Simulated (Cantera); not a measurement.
An isothermal, constant-pressure homogeneous reactor starts with CH4 : CO2 : H2 = 1 : 0.75 : 0.073 (molar parts), at 2198 K and 0.987 atm. Integrator tolerance rtol = 1e-08.

Computed with Cantera and GRI-Mech 3.0 (53 species, 325 reactions).

Question: What does this change do: temperature 2198 to 1600 K?

Answer: 
```json
[
 {"quantity": "x(CH4) at 5.00 s", "before": "0.000387 (gas-phase equilibrium 0.000388)", "after": "0.0276 (gas-phase equilibrium 0.0186)"},
 {"quantity": "x(CO2) at 5.00 s", "before": "3.75e-7 (gas-phase equilibrium 3.76e-7)", "after": "0.0167 (gas-phase equilibrium 1.27e-6)"},
 {"quantity": "x(H2) at 5.00 s", "before": "0.542 (gas-phase equilibrium 0.542)", "after": "0.459 (gas-phase equilibrium 0.527)"},
 {"quantity": "x(CO) at 5.00 s", "before": "0.419 (gas-phase equilibrium 0.419)", "after": "0.371 (gas-phase equilibrium 0.428)"},
 {"quantity": "x(CH2CO) at 5.00 s", "before": "2.55e-7 (gas-phase equilibrium 2.55e-7)", "after": "6.59e-6 (gas-phase equilibrium 6.03e-7)"},
 {"quantity": "x(CH2O) at 5.00 s", "before": "9.13e-8 (gas-phase equilibrium 9.13e-8)", "after": "1.35e-7 (gas-phase equilibrium 9.69e-8)"}
]
```
